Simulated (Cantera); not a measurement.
Feed: 1 mol CuF2, 0.2 mol H2, equilibrated at 1.00 bar.

These are equilibrium values from Cantera (NASA tables, ideal gas, pure condensed phases), not measurements of a reactor. Candidate condensed phases: Cu, CuF2; 15 gas species. Each liquid is taken as pure. Mutual solubility and eutectic melting of coexisting phases are not modelled. Rates play no part.

x: gas mole fraction; n: condensed amount in mol.

```tsv
T (K)	x HF	x CuF2	x CuF	x F	x H2F2	x Cu	n Cu(s)	n CuF2(s)	n CuF2(l)	n Cu(l)
673	1.000	3.25e-12	6.52e-12	<1e-12	0.000221	<1e-12	0.200	0.800	0	0
773	1.000	1.38e-9	2.12e-9	<1e-12	0.000111	<1e-12	0.200	0.800	0	0
873	1.000	1.39e-7	1.76e-7	<1e-12	6.57e-5	<1e-12	0.200	0.800	0	0
973	1.000	5.15e-6	5.75e-6	[?]	4.34e-5	5.13e-12	0.200	0.800	0	0
1073	1.000	9.40e-5	9.53e-5	[?]	3.11e-5	2.38e-10	0.200	0.800	0	0
1173	0.998	0.000729	0.000814	[?]	2.36e-5	5.71e-9	0.200	0	0.800	0
1273	0.992	0.00334	0.00445	[?]	1.86e-5	8.24e-8	0.199	0	0.798	0
1373	0.970	0.0119	0.0186	[?]	1.47e-5	7.90e-7	0	0	0.791	0.196
1473	0.905	0.0348	0.0605	[?]	1.09e-5	5.17e-6	0	0	0.771	0.187
1573	0.746	0.0867	0.167	[?]	6.48e-6	2.65e-5	0	0	0.709	0.155
1673	0.405	0.190	0.405	[?]	1.70e-6	0.000111	0	0	0.413	0.000176
1773	0.312	0.375	0.312	[?]	9.12e-7	5.03e-5	0	0	0.119	0
1873	0.285	0.426	0.287	[?]	6.98e-7	5.36e-5	0	0	0	0
1973	0.284	0.421	0.289	[?]	6.42e-7	7.63e-5	0	0	0	0
```

Problem. What belongs in the gaps?

Solution. 
- 973, x F: 2.20e-12
- 1073, x F: 1.17e-10
- 1173, x F: 2.64e-9
- 1273, x F: 3.33e-8
- 1373, x F: 2.89e-7
- 1473, x F: 1.93e-6
- 1573, x F: 1.00e-5
- 1673, x F: 4.24e-5
- 1773, x F: 0.000425
- 1873, x F: 0.00179
- 1973, x F: 0.00525
